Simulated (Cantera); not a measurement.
A Cantera script and its output.

```python
import numpy as np
import cantera as ct

gas = ct.Solution("gri30.yaml")
gas.TPX = 450, 500000, {'CH4': 1, 'C2H6': 0.055, 'C3H8': 0.043, 'O2': 4.08, 'N2': 15.3}
inlet = ct.Reservoir(gas, clone=True)
gas.equilibrate("HP")  # start burning
reactor = ct.IdealGasConstPressureReactor(gas, energy="on", clone=False)
exhaust = ct.Reservoir(gas, clone=True)
tau = [0.28, 0.093, 0.03, 0.01, 0.0033, 0.0011, 0.00035, 0.00011, 3.8e-05][0]
for a, b in ((inlet, reactor), (reactor, exhaust)):
    ct.MassFlowController(a, b, mdot=lambda t: reactor.mass / tau)
net = ct.ReactorNet([reactor])
show = ['CH4', 'C2H6', 'C3H8', 'H', 'CO2', 'CH2', 'N2O']

rows = []
print(f"{'tau/s':>10s}{'T/K':>9s}" + "".join(f"{s:>11s}" for s in show))
for tau in [0.28, 0.093, 0.03, 0.01, 0.0033, 0.0011, 0.00035, 0.00011, 3.8e-05]:
    net.initial_time = 0.0
    net.advance(30 * tau)
    before = gas.X
    net.advance(40 * tau)
    drift = np.max(np.abs(gas.X - before) / (gas.X + 1e-9))
    rows.append([gas.T, *gas[show].X, drift])
    print(f"{tau:10.3e}{gas.T:9.1f}" + "".join(f"{x:11.3e}" for x in gas[show].X))
```

It prints:

```
     tau/s      T/K        CH4       C2H6       C3H8          H        CO2        CH2        N2O
 2.800e-01   1774.6  2.403e-06  2.629e-08  1.850e-08  6.601e-07  6.023e-02  3.134e-09  3.879e-07
 9.300e-02   1773.6  5.843e-06  6.815e-08  4.958e-08  1.243e-06  6.016e-02  9.255e-09  5.424e-07
 3.000e-02   1771.5  1.327e-05  1.674e-07  1.269e-07  2.990e-06  5.999e-02  2.743e-08  8.680e-07
 1.000e-02   1767.4  2.814e-05  3.802e-07  2.984e-07  7.836e-06  5.964e-02  7.608e-08  1.377e-06
 3.300e-03   1759.3  5.979e-05  8.489e-07  6.793e-07  2.144e-05  5.888e-02  2.040e-07  1.920e-06
 1.100e-03   1742.6  1.301e-04  1.901e-06  1.517e-06  5.717e-05  5.721e-02  5.153e-07  2.110e-06
 3.500e-04   1703.3  3.319e-04  4.924e-06  3.793e-06  1.440e-04  5.296e-02  1.272e-06  1.751e-06
 1.100e-04    450.0  4.883e-02  2.686e-03  2.100e-03  1.730e-34 -1.501e-16  1.091e-34 -4.239e-21
 3.800e-05    450.0  4.883e-02  2.686e-03  2.100e-03 -2.722e-36 -2.899e-19 -1.496e-36 -8.187e-24
```

Detailed kinetics in Cantera: GRI-Mech 3.0 (53 species, 325 reactions).
